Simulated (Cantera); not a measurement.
Charge: 1 mol ZrO2, 2100 mol H2, at 0.570 bar.

Equilibrium computed with Cantera from the NASA thermochemical tables; the gas is ideal and each condensed phase is pure. Candidate condensed phases: H2O, Zr, ZrO2; 12 gas species. Mutual solubility and eutectic melting of coexisting phases are not modelled. Condensed phases not in the tables: N, O or C dissolved in the metal. Kinetics and transport are ignored.

log p: log10 of the partial pressure in bar; n: condensed amount in mol.

```csv
T (°C),log p H2,log p H,log p H2O,log p ZrO,n ZrO2(tetragonal),n Zr(β)
1277,-0.24,-4.62,-8.41,-11.96,1.000,0
1327,-0.24,-4.39,-8.11,-11.31,1.000,0
1377,-0.24,-4.16,-7.82,-10.70,1.000,0
1427,-0.24,-3.95,-7.55,-10.12,1.000,0
1477,-0.24,-3.76,-7.29,-9.58,1.000,0
1527,-0.24,-3.57,-7.05,-9.07,1.000,[?]
1577,-0.24,-3.39,-6.83,-8.59,1.000,[?]
1627,-0.24,-3.22,-6.61,-8.13,1.000,[?]
1677,-0.24,-3.06,-6.41,-7.70,0.999,[?]
```

Q: What belongs in the gaps?

A: 
- 1527, n Zr(β): 0.000161
- 1577, n Zr(β): 0.000269
- 1627, n Zr(β): 0.000434
- 1677, n Zr(β): 0.000678
